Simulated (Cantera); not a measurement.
What does this Cantera script print?

```python
import numpy as np
import cantera as ct

gas = ct.Solution("gri30.yaml")
gas.TPX = 1625, 101325, {'CH4': 1, 'C2H6': 0.073, 'O2': 1.2, 'N2': 3.25}
reactor = ct.IdealGasReactor(gas, energy="on", clone=False)
net = ct.ReactorNet([reactor])
net.rtol, net.atol = 1e-08, 1e-16
show = ['CH4', 'C2H6', 'O2', 'H2O', 'H2']
times = np.geomspace(1e-06, 0.2, 15)

steps = ct.SolutionArray(gas, extra=["t"])
rows = []
print(f"{'t/s':>10s}{'T/K':>9s}{'P/Pa':>11s}" + "".join(f"{s:>11s}" for s in show))
for t in times:
    while net.time < t:
        t_next = net.step()
        steps.append(gas.state, t=t_next)
    rows.append([np.interp(t, steps.t, y) for y in (steps.T, steps.P, *steps(*show).X.T)])
    print(f"{t:10.3e}{rows[-1][0]:9.1f}{rows[-1][1]:11.4g}" + "".join(f"{x:11.3e}" for x in rows[-1][2:]))
rate = np.gradient(steps.T, steps.t)
print("integrator steps:", len(steps.t))
if steps.T.max() > steps.T[0] + 200:
    print(f"time of steepest temperature rise: {steps.t[rate.argmax()]:.4e} s")
gas.TPX = 1625, 101325, {'CH4': 1, 'C2H6': 0.073, 'O2': 1.2, 'N2': 3.25}
gas.equilibrate("UV")
print(f"equilibrium (UV): T = {gas.T:.1f} K  " + "  ".join(f"{s} {gas[s].X[0]:.3e}" for s in show))
```

Result:

```
       t/s      T/K       P/Pa        CH4       C2H6         O2        H2O         H2
 1.000e-06   1624.5  1.013e+05  1.810e-01  1.316e-02  2.173e-01  8.588e-07  9.754e-07
 2.391e-06   1623.7  1.013e+05  1.810e-01  1.307e-02  2.172e-01  5.489e-06  4.614e-06
 5.719e-06   1622.1  1.012e+05  1.809e-01  1.287e-02  2.172e-01  3.757e-05  2.937e-05
 1.368e-05   1619.5  1.011e+05  1.805e-01  1.236e-02  2.168e-01  2.994e-04  2.358e-04
 3.270e-05   1623.1  1.015e+05  1.775e-01  1.123e-02  2.147e-01  2.251e-03  1.789e-03
 7.820e-05   1707.4   1.08e+05  1.561e-01  7.115e-03  1.970e-01  1.930e-02  1.428e-02
 1.870e-04   2978.5  2.288e+05  1.232e-11  5.331e-23  6.960e-04  1.485e-01  1.528e-01
 4.472e-04   2971.5  2.283e+05  1.203e-11  5.139e-23  6.834e-04  1.480e-01  1.533e-01
 1.069e-03   2970.3  2.282e+05  1.214e-11  5.222e-23  6.750e-04  1.478e-01  1.535e-01
 2.557e-03   2970.2  2.282e+05  1.215e-11  5.225e-23  6.747e-04  1.478e-01  1.535e-01
 6.116e-03   2970.2  2.282e+05  1.215e-11  5.225e-23  6.747e-04  1.478e-01  1.535e-01
 1.462e-02   2970.2  2.282e+05  1.215e-11  5.225e-23  6.747e-04  1.478e-01  1.535e-01
 3.497e-02   2970.2  2.282e+05  1.215e-11  5.225e-23  6.747e-04  1.478e-01  1.535e-01
 8.363e-02   2970.2  2.282e+05  1.215e-11  5.225e-23  6.747e-04  1.478e-01  1.535e-01
 2.000e-01   2970.2  2.282e+05  1.215e-11  5.225e-23  6.747e-04  1.478e-01  1.535e-01
integrator steps: 1630
time of steepest temperature rise: 1.0606e-04 s
equilibrium (UV): T = 2970.2 K  CH4 1.391e-11  C2H6 6.730e-23  O2 6.747e-04  H2O 1.478e-01  H2 1.535e-01
```

Cantera simulation using GRI-Mech 3.0 (53 species, 325 reactions); the numbers are that mechanism's predictions, not measurements.
